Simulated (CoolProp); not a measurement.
A closed Brayton cycle with dry air: compressor inlet 324.15 K and 1.4 MPa, high pressure 3.78 MPa, turbine inlet 650 K, compressor efficiency 0.89, turbine efficiency 0.93, recuperator effectiveness 0.9 (on enthalpy, no pinch check). Each further row changes one setting.

Model: reference Helmholtz-energy equation of state, Lemmon 2000, in CoolProp. It is a pseudo-pure fit of the blend.

| case | thermal efficiency (%) | net work (kJ/kg) | compressor to turbine work | compressor exit (K) | turbine exit (K) |
|---|---|---|---|---|---|
| as stated | 19.7 | 31.6 | 0.79 | 443.6 | 505.3 |
| turbine inlet 600 K | 13.6 | 19.6 | 0.86 | 443.6 | 465.2 |
| compressor inlet 334.15 K | … | … | 0.82 | 457.1 | 505.3 |
| high pressure 3.21 MPa | 22.2 | 31.6 | … | 421.7 | 526.8 |
| recuperator effectiveness 0.5 | 17.0 | 31.6 | 0.79 | 443.6 | 505.3 |

### Question
Some entries are withheld; supply them.

### Answer

- compressor inlet 334.15 K, thermal efficiency (%): 17.5
- compressor inlet 334.15 K, net work (kJ/kg): 27.8
- high pressure 3.21 MPa, compressor to turbine work: 0.76
